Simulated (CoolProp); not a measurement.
Octamethyltrisiloxane (MDM) along the isobar 3.68 MPa: fugacity coefficient from the reference equation and from simpler models built on Tc = 565.4 K, pc = 1.438 MPa, ω = 0.528; each cubic takes its own stable root.

Computed with CoolProp (reference Helmholtz-energy equation of state, Thol 2017).

```csv
T (K),phase,reference
313,liquid,0.0005117
339.9,liquid,0.002020
366.7,liquid,0.006110
393.6,liquid,0.01515
420.4,liquid,0.03196
447.2,liquid,0.05936
474.1,liquid,0.09967
500.9,liquid,0.1535
527.7,liquid,0.2202
554.6,liquid,0.2977
```

Q: How far does each simpler model (van der Waals, Redlich-Kwong, Soave-Redlich-Kwong) lie from the reference over these 10 states: mean and median of the absolute difference, and the worst?

A: 
- van der Waals: mean 1336.4 %, median 296.7 %, worst +7631.1 % at 313 K and 3.68 MPa
- Redlich-Kwong: mean 229.7 %, median 108.7 %, worst +920.1 % at 313 K and 3.68 MPa
- Soave-Redlich-Kwong: mean 4.7 %, median 4.3 %, worst +9.4 % at 313 K and 3.68 MPa
